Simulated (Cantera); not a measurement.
Equilibrium for boron, boron nitride and boron oxide: B + H₂O + H₂

Charge: 1 mol B, 0.88 mol H₂O, 1.4 mol H₂, held at 2.25 Torr.

Method: chemical equilibrium by Gibbs-energy minimisation in Cantera with the NASA 1993 tables (ideal gas, pure condensed phases). Candidate condensed phases: B, B₂O₃, B₃O₃H₃, H₂O; 23 gas species. The tables' values for BH₂ are old estimates; treat these amounts as uncertain. Rates play no part.

| T (K) | log p H₂ | log p BO | log p H | log p HBO | log p B₂O₂ | n B(s) |
|---|---|---|---|---|---|---|
| 1923 | -2.65 | -3.92 | -4.35 | -3.41 | -3.68 | 0.124 |
| 1973 | -2.66 | -3.79 | -4.20 | -3.42 | -3.73 | 0.121 |
| 2023 | -2.67 | -3.67 | -4.05 | -3.43 | -3.78 | 0.118 |
| 2073 | -2.67 | -3.57 | -3.92 | -3.46 | -3.85 | 0.115 |
| 2123 | -2.69 | -3.48 | -3.79 | -3.49 | -3.94 | 0.112 |
| 2173 | -2.70 | -3.41 | -3.67 | -3.54 | -4.04 | 0.108 |
| 2223 | -2.71 | -3.35 | -3.55 | -3.59 | -4.16 | 0.102 |
| 2273 | -2.73 | -3.31 | -3.44 | -3.66 | -4.30 | 0.0946 |
| 2323 | -2.76 | -3.27 | -3.34 | -3.73 | -4.45 | 0.0833 |
log p: log10 of the partial pressure in bar; n: condensed amount in mol.

From 1923 K to 2323 K the condensed part is B(s). The main B-bearing gas is B₂O₂ at 1923 K and BO at 2323 K. The share of B in condensed phases is highest at 1923 K (12.4 %) and lowest at 2323 K (8.3 %).
